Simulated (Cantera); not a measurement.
An adiabatic, constant-pressure homogeneous reactor starts with H2 : O2 : N2 = 1 : 1.32 : 4.95 (molar parts), equivalence ratio 0.38, at 1300 K and 880000 Pa. Integrator tolerance rtol = 1e-08.

Model: the H2/O2 subset of GRI-Mech 3.0, which has no nitrogen chemistry, integrated in Cantera. The hydrogen kinetics of GRI-Mech 3.0 are dated; newer H2 mechanisms differ, most at raised pressure.

Question: What does this change do: constant volume in place of constant pressure?

Answer: 
```tsv
quantity	before	after
time of steepest temperature rise	5.84 µs	5.67 µs
temperature at 0.300 s	2254 K	2462 K
equilibrium temperature	2254 K	2462 K
x(H2) at 0.300 s	0.000226 (gas-phase equilibrium 0.000226)	0.000524 (gas-phase equilibrium 0.000524)
x(O2) at 0.300 s	0.120 (gas-phase equilibrium 0.120)	0.119 (gas-phase equilibrium 0.119)
x(OH) at 0.300 s	0.00377 (gas-phase equilibrium 0.00377)	0.00672 (gas-phase equilibrium 0.00672)
x(H) at 0.300 s	3.89e-5 (gas-phase equilibrium 3.89e-5)	0.000124 (gas-phase equilibrium 0.000124)
x(H2O) at 0.300 s	0.145 (gas-phase equilibrium 0.145)	0.143 (gas-phase equilibrium 0.143)
x(H2O2) at 0.300 s	5.87e-7 (gas-phase equilibrium 5.87e-7)	1.27e-6 (gas-phase equilibrium 1.27e-6)
```
